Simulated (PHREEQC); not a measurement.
Synthetic water in mg/kgw, 50 °C, pH 8.58, pe 9.9:

```tsv
constituent	mg/kgw
Na	2430
K	0.201
Ca	3.24
Mg	605
Cl	4080
S(6) as SO4	2070
Alkalinity as HCO3	47.5
Si as SiO2	90.1
```

Valence states are taken as typed.

The numbers come from PHREEQC with the ion-association model, phreeqc.dat.

No solid was allowed to form.

Task: Order these S species by the share of S that they hold, largest first: SO4-2, MgSO4, NaSO4-.

Result: SO4-2 (53 %), MgSO4 (37 %), NaSO4- (9.5 %)

The pH is 8.58 and the ionic strength 0.167 mol/kgw. The solution is supersaturated, for example in Quartz (slow to form), Chalcedony (slow to form), so a real one may precipitate; this is no full list. At this temperature some constants are extrapolated from 25 °C, and those without enthalpy data are left unchanged.
